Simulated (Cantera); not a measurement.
Input (Python, Cantera):

```python
import numpy as np
import cantera as ct

gas = ct.Solution("gri30.yaml")
gas.TPX = 1075, 1300, {'N2O': 1, 'O2': 1.8, 'H2O': 0.089}
reactor = ct.IdealGasConstPressureReactor(gas, energy="off", clone=False)
net = ct.ReactorNet([reactor])
net.rtol, net.atol = 1e-08, 1e-18
show = ['N2O', 'O2', 'N2', 'NO', 'O', 'NO2']
times = np.geomspace(0.0001, 100, 15)

steps = ct.SolutionArray(gas, extra=["t"])
rows = []
print(f"{'t/s':>10s}{'T/K':>9s}{'P/Pa':>11s}" + "".join(f"{s:>11s}" for s in show))
for t in times:
    while net.time < t:
        t_next = net.step()
        steps.append(gas.state, t=t_next)
    rows.append([np.interp(t, steps.t, y) for y in (steps.T, steps.P, *steps(*show).X.T)])
    print(f"{t:10.3e}{rows[-1][0]:9.1f}{rows[-1][1]:11.4g}" + "".join(f"{x:11.3e}" for x in rows[-1][2:]))
rate = np.gradient(steps.T, steps.t)
print("integrator steps:", len(steps.t))
if steps.T.max() > steps.T[0] + 200:
    print(f"time of steepest temperature rise: {steps.t[rate.argmax()]:.4e} s")
gas.TPX = 1075, 1300, {'N2O': 1, 'O2': 1.8, 'H2O': 0.089}
gas.equilibrate("TP")
print(f"equilibrium (TP): T = {gas.T:.1f} K  " + "  ".join(f"{s} {gas[s].X[0]:.3e}" for s in show))
```

It prints:

```
       t/s      T/K       P/Pa        N2O         O2         N2         NO          O        NO2
 1.000e-04   1075.0       1300  3.461e-01  6.231e-01  1.155e-08  3.201e-11  1.102e-08  4.191e-20
 2.683e-04   1075.0       1300  3.461e-01  6.231e-01  3.205e-08  2.235e-10  2.836e-08  8.268e-19
 7.197e-04   1075.0       1300  3.461e-01  6.231e-01  9.297e-08  1.496e-09  6.822e-08  1.701e-17
 1.931e-03   1075.0       1300  3.461e-01  6.231e-01  2.881e-07  8.972e-09  1.396e-07  3.790e-16
 5.179e-03   1075.0       1300  3.461e-01  6.231e-01  9.210e-07  4.305e-08  2.080e-07  1.322e-14
 1.389e-02   1075.0       1300  3.461e-01  6.231e-01  2.771e-06  1.536e-07  2.244e-07  9.063e-13
 3.728e-02   1075.0       1300  3.461e-01  6.231e-01  7.794e-06  4.550e-07  2.246e-07  5.922e-11
 1.000e-01   1075.0       1300  3.461e-01  6.231e-01  2.141e-05  1.261e-06  2.246e-07  2.963e-09
 2.683e-01   1075.0       1300  3.461e-01  6.231e-01  5.848e-05  3.343e-06  2.245e-07  9.106e-08
 7.197e-01   1075.0       1300  3.459e-01  6.231e-01  1.588e-04  8.196e-06  2.245e-07  1.056e-06
 1.931e+00   1075.0       1300  3.456e-01  6.231e-01  4.295e-04  1.918e-05  2.239e-07  5.649e-06
 5.179e+00   1075.0       1300  3.447e-01  6.232e-01  1.157e-03  4.544e-05  2.206e-07  2.074e-05
 1.389e+01   1075.0       1300  3.424e-01  6.236e-01  3.091e-03  1.199e-04  2.128e-07  5.372e-05
 3.728e+01   1075.0       1300  3.363e-01  6.244e-01  8.166e-03  3.478e-04  2.031e-07  9.782e-05
 1.000e+02   1075.0       1300  3.206e-01  6.266e-01  2.120e-02  9.867e-04  1.954e-07  1.319e-04
integrator steps: 754
equilibrium (TP): T = 1075.0 K  N2O 3.986e-10  O2 6.786e-01  N2 2.950e-01  NO 7.452e-05  O 9.539e-09  NO2 5.040e-07
```

Cantera simulation using GRI-Mech 3.0 (53 species, 325 reactions); the numbers are that mechanism's predictions, not measurements. GRI-Mech 3.0 was tuned for natural gas; its chemistry of N2O as a main component is partial and can be far from experiment. Radical loss at walls, strong at low pressure, is not modelled. The mechanism lacks the step 2 NO + O2 → 2 NO2, which can matter for NO2 below about 1400 K. The temperature is held fixed by assumption; the heat of reaction is taken as removed at once.
